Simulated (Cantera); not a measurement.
Feed: 1 mol CH3Cl, 0.051 mol Si, 6.1 mol H2, at 0.0100 bar.

Cantera equilibrium calculation (NASA polynomials, part measured and part estimated; ideal gas, pure solids and liquids). Candidate condensed phases: C, C6H6, C7H8, C8H18, Si, SiC; 109 gas species. Kinetics and transport are ignored.

Question: Which condensed phases are stable at each of these points (T (°C)): 500, 600, 700, 800, 900, 1000, 1100, 1200, 1300, 1400, 1500, 1600, 1700?

Answer: 
| T (°C) | condensed phases | Si condensed (%) |
|---|---|---|
| 500 | C(graphite) | 0.0 |
| 600 | C(graphite) | 0.0 |
| 700 | C(graphite) + SiC(s) | 14.2 |
| 800 | C(graphite) + SiC(s) | 83.9 |
| 900 | C(graphite) + SiC(s) | 96.2 |
| 1000 | C(graphite) + SiC(s) | 97.3 |
| 1100 | C(graphite) + SiC(s) | 96.2 |
| 1200 | C(graphite) + SiC(s) | 94.1 |
| 1300 | C(graphite) + SiC(s) | 91.0 |
| 1400 | C(graphite) + SiC(s) | 86.9 |
| 1500 | C(graphite) + SiC(s) | 81.6 |
| 1600 | C(graphite) + SiC(s) | 74.8 |
| 1700 | C(graphite) + SiC(s) | 64.7 |

From 500 °C to 600 °C the condensed part is C(graphite). From 700 °C to 1700 °C the condensed part is C(graphite) + SiC(s).
